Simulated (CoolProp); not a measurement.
Octamethyltrisiloxane (MDM) at several states: fugacity coefficient from the reference equation and from simpler models built on Tc = 565.4 K, pc = 1.438 MPa, ω = 0.528; each cubic takes its own stable root.

Model: reference Helmholtz-energy equation of state, Thol 2017, in CoolProp.

| T (K) | p (MPa) | phase | reference |
|---|---|---|---|
| 409.6 | 0.0149 | gas | 0.9883 |
| 250 | 0.0935 | liquid | 0.0001048 |
| 427.7 | 0.0386 | gas | 0.9743 |
| 492.8 | 0.0649 | gas | 0.9747 |
| 536.7 | 0.155 | gas | 0.9563 |

How far does each simpler model (van der Waals, Redlich-Kwong, Soave-Redlich-Kwong, Peng-Robinson) lie from the reference over these 5 states: mean and median of the absolute difference, and the worst?


- van der Waals: mean 33625.7 %, median 0.8 %, worst +168125.2 % at 250 K and 0.0935 MPa
- Redlich-Kwong: mean 1007.4 %, median 0.3 %, worst +5035.5 % at 250 K and 0.0935 MPa
- Soave-Redlich-Kwong: mean 5.4 %, median 0.1 %, worst +26.6 % at 250 K and 0.0935 MPa
- Peng-Robinson: mean 12.2 %, median 0.2 %, worst +60.1 % at 250 K and 0.0935 MPa
